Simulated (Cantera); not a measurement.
An isothermal, constant-pressure homogeneous reactor starts with 13.2 % H2, 77.5 % O2, 9.30 % N2, equivalence ratio 0.085, at 1425 K and 3.08 Torr.

Model: the H2/O2 subset of GRI-Mech 3.0, which has no nitrogen chemistry, integrated in Cantera. Radical loss at walls, strong at low pressure, is not modelled. The temperature is held fixed by assumption; the heat of reaction is taken as removed at once.

x: mole fraction; the columns are a selection and need not sum to one.

```
t (s)         x H2   x O2     x H2O       x O      x H    x HO2
--------  --------  -----  --------  --------  -------  -------
3.00e-5      0.132  0.775  8.91e-10   5.20e-9  2.67e-8      ___
0.000169     0.132  0.775   1.06e-7   1.20e-7  1.61e-7      ___
0.000949     0.132  0.775   9.01e-5   4.54e-5  4.55e-5      ___
0.00533    0.00525  0.681     0.104    0.0719   0.0310  1.10e-6
0.0300     0.00500  0.686     0.107    0.0675   0.0283  1.11e-6
0.169      0.00373  0.708     0.117    0.0473   0.0169  1.10e-6
0.949     0.000819  0.748     0.136   0.00951  0.00154      ___
5.33       4.01e-5  0.758     0.140  0.000456  1.63e-5      ___
30.0       3.06e-6  0.759     0.141   3.47e-5  3.42e-7      ___
```

Problem. Some entries are withheld; supply them.

Solution. 
- 3.00e-5, x HO2: 3.10e-8
- 0.000169, x HO2: 1.74e-7
- 0.000949, x HO2: 9.60e-7
- 0.949, x HO2: 6.90e-7
- 5.33, x HO2: 1.05e-7
- 30.0, x HO2: 7.05e-8
